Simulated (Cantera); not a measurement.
## Al(CH₃)₃ + N₂ + H₂ (aluminium nitride and oxide growth)

Input: 1 mol Al(CH₃)₃, 10 mol N₂, 47 mol H₂, equilibrated at 2023.15 K and 1.00 bar.

Equilibrium computed with Cantera from the NASA thermochemical tables; the gas is ideal and each condensed phase is pure. Candidate condensed phases: Al, AlN, C, C₆H₆, C₇H₈, C₈H₁₈; 97 gas species. The feed counts by its element totals alone. Rates play no part.

```yaml
x(H₂): 0.838
x(N₂): 0.153
x(HCN): 0.00577
x(H): 0.00174
x(C₂H₂ (acetylene)): 0.000750
x(HNC): 0.000342
x(CH₄): 0.000281
x(Al): 8.11e-5
x(AlH): 1.97e-5
n(AlN(s)): 0.994 mol
n(C(graphite)): 2.52 mol
gas_amount: 61.04 mol
log10 activity of Al(l) (absent): -1.96
```
